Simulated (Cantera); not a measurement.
Ignition delay

Mixture: 6.61 % CH4, 1.39 % H2, 19.3 % O2, 72.7 % N2, at 100000 Pa, adiabatic and at constant pressure. Ignition delay is the time to a rise of 400 K.

Computed with Cantera and GRI-Mech 3.0 (53 species, 325 reactions). Below about 1000 K GRI-Mech 3.0 lacks low-temperature oxidation paths. Below about 950 K walls govern HO2 and H2O2 in real vessels.

```csv
T0 (K),delay (ms)
898,456
948,117
998,54.4
1048,31.1
1098,18.6
1148,11.1
1198,6.66
1248,4.02
1298,2.46
```

```yaml
apparent activation energy between 1198 and 1298 K: 130 kJ/mol
```
